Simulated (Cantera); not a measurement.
An isothermal, constant-pressure homogeneous reactor starts with 2.63 % H2, 97.4 % O2, at 948 K and 2.93 Torr.

Computed with Cantera and GRI-Mech 3.0 (53 species, 325 reactions). Radical loss at walls, strong at low pressure, is not modelled. Below about 950 K walls govern HO2 and H2O2 in real vessels.

x: mole fraction; the columns are a selection and need not sum to one.

```csv
t (s),x H2,x O2,x O,x H2O,x HO2
5.00e-6,0.0263,0.974,<1e-12,<1e-12,<1e-12
2.32e-5,0.0263,0.974,<1e-12,<1e-12,<1e-12
0.000108,0.0263,0.974,<1e-12,<1e-12,1.74e-12
0.000500,0.0263,0.974,2.45e-12,<1e-12,8.11e-12
0.00232,0.0263,0.974,3.97e-11,2.96e-11,3.79e-11
0.0108,0.0263,0.974,(withheld),4.67e-9,2.07e-10
0.0500,0.00964,0.963,0.00709,0.0131,2.00e-6
0.232,0.000167,0.965,0.00748,0.0253,1.43e-6
1.08,2.12e-5,0.972,(withheld),0.0265,6.62e-7
5.00,1.13e-6,0.973,(withheld),0.0266,1.33e-7
```

Question: Fill in the missing entries.

Answer: 
- 0.0108, x O: 3.37e-9
- 1.08, x O: 0.00101
- 5.00, x O: 5.85e-5
